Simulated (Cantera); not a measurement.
Input: 1 mol SiH₂Cl₂, 0.12 mol NH₃, 47 mol N₂, held at 0.0220 bar.

Cantera equilibrium calculation (NASA polynomials, part measured and part estimated; ideal gas, pure solids and liquids). Candidate condensed phases: NH₄Cl, Si, Si₃N₄; 28 gas species. Equilibrium is a limit: real reactors are often held back by kinetics, nucleation or transport.

Over these rows the condensed part is Si₃N₄(s). Partial pressures as log10 of bar:

```tsv
T (K)	1000/T (1/K)	log p SiCl₄	log p N₂	log p HCl	log p H₂
1423	0.7027	-4.96	-1.68	-3.14	-3.76
1498	0.6676	-5.38	-1.68	-3.19	-3.67
1573	0.6357	-5.91	-1.68	-3.27	-3.58
1648	0.6068	-6.48	-1.68	-3.36	-3.51
1723	0.5804	-7.06	-1.68	-3.46	-3.45
1798	0.5562	?	-1.68	-3.57	-3.41
```

Problem. Fit log p(SiCl₄) = a + b·(1000/T) to the five rows, give the apparent enthalpy, and predict the row at 1798 K.

Solution. Means: 1000/T = 0.6386, log p = -5.958. Sxy = 0.161331, Sxx = 0.0093567, so b = 17.24 and a = -5.958 − (17.24)×0.6386 = -16.97.
Apparent enthalpy: −19.145 × (17.24) = -330 kJ/mol. With the condensed phases at unit activity, 1/3 Si₃N₄(s) + 4 HCl(g) = SiCl₄(g) + 2/3 N₂(g) + 2 H₂(g) links this pressure to the main gases: over the six rows their terms move log p by -2.42 in all, so the slope isn't that reaction's ΔH° alone. The five rows lie within 0.10 of the line; that is curvature, so one enthalpy describes this range poorly.
Prediction at 1798 K: -16.97 + (17.24)×0.5562 = -7.38. The computed value is -7.63, 0.25 from the line.
